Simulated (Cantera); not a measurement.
Cantera run, input and output.

```python
import numpy as np
import cantera as ct

gas = ct.Solution("h2o2.yaml")
gas.TPX = 698, 280000, {'H2': 1, 'O2': 0.227, 'N2': 0.855}
flame = ct.FreeFlame(gas, width=0.019)
flame.set_refine_criteria(ratio=3, slope=0.08, curve=0.16)
flame.transport_model = "unity-Lewis-number"
flame.solve(loglevel=0, auto=True)
z, T = flame.grid, flame.T
thick = (T[-1] - T[0]) / np.gradient(T, z).max()
show = ['H2', 'O2', 'H2O2', 'OH', 'HO2', 'H']
print(f"laminar burning velocity  {flame.velocity[0] * 100:.3f} cm/s")
print(f"burnt temperature         {T[-1]:.1f} K")
print(f"thermal thickness         {thick * 1e3:.4f} mm")
print(f"grid points               {len(z)}")
z0 = z[flame.heat_release_rate.argmax()]
print(f"{'z/mm':>9s}{'T/K':>9s}{'u/(m/s)':>9s}" + "".join(f"{s:>11s}" for s in show))
rows = []
for k in (-3, -2, -1.5, -1, -0.5, -0.25, 0, 0.25, 0.5, 1, 2, 4, 8):
    zz = z0 + k * thick
    rows.append([k * thick, np.interp(zz, z, T), np.interp(zz, z, flame.velocity),
                 *(np.interp(zz, z, flame.X[gas.species_index(s)]) for s in show)])
    print(f"{rows[-1][0] * 1e3:9.3f}{rows[-1][1]:9.1f}{rows[-1][2]:9.3f}" + "".join(f"{x:11.3e}" for x in rows[-1][3:]))
```

It prints:

```
laminar burning velocity  758.507 cm/s
burnt temperature         2306.4 K
thermal thickness         0.1171 mm
grid points               121
     z/mm      T/K  u/(m/s)         H2         O2       H2O2         OH        HO2          H
   -0.351    698.0    7.585  4.803e-01  1.090e-01  1.902e-10  2.398e-15  8.179e-09  4.381e-14
   -0.234    698.0    7.585  4.803e-01  1.090e-01  5.644e-09  1.318e-12  2.439e-07  1.303e-11
   -0.176    698.2    7.587  4.803e-01  1.090e-01  2.751e-08  2.444e-11  1.193e-06  2.431e-10
   -0.117    699.9    7.605  4.801e-01  1.089e-01  3.187e-07  3.406e-09  1.412e-05  4.758e-08
   -0.059    760.3    8.229  4.740e-01  1.052e-01  6.194e-06  2.955e-05  2.918e-04  1.902e-04
   -0.029   1008.8   10.750  4.401e-01  8.745e-02  8.168e-06  4.568e-04  2.671e-04  6.498e-03
    0.000   1393.9   14.500  3.474e-01  4.556e-02  2.644e-06  1.990e-03  1.059e-04  4.147e-02
    0.029   1647.5   16.858  2.717e-01  1.304e-02  1.158e-06  3.771e-03  2.762e-05  7.373e-02
    0.059   1774.3   17.990  2.530e-01  3.239e-03  7.228e-07  4.502e-03  6.443e-06  7.642e-02
    0.117   1900.9   19.079  2.565e-01  5.120e-04  4.000e-07  4.652e-03  1.072e-06  6.325e-02
    0.234   2018.9   20.066  2.667e-01  2.047e-04  2.077e-07  4.154e-03  4.832e-07  4.608e-02
    0.468   2119.7   20.890  2.757e-01  9.964e-05  1.038e-07  3.279e-03  2.573e-07  3.114e-02
    0.937   2196.5   21.507  2.826e-01  4.205e-05  4.943e-08  2.314e-03  1.175e-07  1.971e-02
```

Detailed kinetics in Cantera: the H2/O2 subset of GRI-Mech 3.0, which has no nitrogen chemistry. The hydrogen kinetics of GRI-Mech 3.0 are dated; newer H2 mechanisms differ, most at raised pressure. Unity Lewis numbers drop preferential diffusion, which matters most where H2 and H carry the flame. Burning velocities carry a grid error of a few per cent, more on coarse grids.
